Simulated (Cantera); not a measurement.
Charge: 1 mol AlI3, 7 mol NH3, 46 mol N2, held at 1373 K.

These are equilibrium values from Cantera (NASA tables, ideal gas, pure condensed phases), not measurements of a reactor. Candidate condensed phases: Al, AlI3, AlN, I2; 19 gas species. The numbers say what is thermodynamically allowed, not how fast it happens.

Q: What share of the Al ends up in condensed phases as a function of P (Pa), at 10, 46, 220, 1000, 4600, 22000, 100000?

A: 
| P (Pa) | Al condensed (%) | as |
|---|---|---|
| 10 | 90.4 | AlN(s) |
| 46 | 95.5 | AlN(s) |
| 220 | 98.1 | AlN(s) |
| 1000 | 99.1 | AlN(s) |
| 4600 | 99.3 | AlN(s) |
| 22000 | 98.4 | AlN(s) |
| 100000 | 96.6 | AlN(s) |
